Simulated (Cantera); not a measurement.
A perfectly stirred reactor is fed with H2 : O2 : N2 = 0.17 : 1 : 0.54 (molar parts), equivalence ratio 0.085, at 1330 Pa; it is held at 1248 K, and followed from long to short residence time.

Model: the H2/O2 subset of GRI-Mech 3.0, which has no nitrogen chemistry, integrated in Cantera. Radical loss at walls, strong at low pressure, is not modelled. The temperature is held fixed by assumption; the heat of reaction is taken as removed at once.

What does this change do: temperature 1248 to 925 K?


```tsv
quantity	before	after
x(H2) at τ = 0.560 s	0.000645	0.00204
x(O2) at τ = 0.560 s	0.558	0.562
x(H) at τ = 0.560 s	0.00112	0.000494
x(O) at τ = 0.560 s	0.00533	0.00121
x(HO2) at τ = 0.560 s	2.43e-6	6.78e-6
x(H2) at τ = 23.0 ms	0.00361	0.0118
x(O2) at τ = 23.0 ms	0.537	0.559
x(H) at τ = 23.0 ms	0.0143	0.00915
x(O) at τ = 23.0 ms	0.0282	0.00620
x(HO2) at τ = 23.0 ms	3.60e-6	9.13e-6
```
Below about 950 K walls govern HO2 and H2O2 in real vessels.

What does this change do: H2 0.17 to 0.023 parts?


| quantity | before | after |
|---|---|---|
| x(H2) at τ = 0.560 s | 0.000645 | 8.88e-5 |
| x(O2) at τ = 0.560 s | 0.558 | 0.634 |
| x(H) at τ = 0.560 s | 0.00112 | 0.000219 |
| x(O) at τ = 0.560 s | 0.00533 | 0.00370 |
| x(HO2) at τ = 0.560 s | 2.43e-6 | 6.31e-7 |
| x(H2) at τ = 23.0 ms | 0.00361 | 0.000604 |
| x(O2) at τ = 23.0 ms | 0.537 | 0.629 |
| x(H) at τ = 23.0 ms | 0.0143 | 0.00114 |
| x(O) at τ = 23.0 ms | 0.0282 | 0.00949 |
| x(HO2) at τ = 23.0 ms | 3.60e-6 | 1.08e-6 |
